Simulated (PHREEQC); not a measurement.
A solution holds 0.275 mol CuSO4, 5.5e-05 mol NaF and 0.0017 mol NaCl per kg of water, at 25 °C. Closed to the air; pH follows from the charge balance.

Computed with PHREEQC (ion-association model, phreeqc.dat).

No solid was allowed to form.

### Question
What pH, specific conductance, activity of water does the model give?

### Answer
pH 4.39; specific conductance 17400 µS/cm; activity of water 0.993.

### Question
In which forms is F present?

### Answer
F- 65 %, CuF+ 32 %, HF 2.2 % of the F.

Species that the database lacks are ignored.
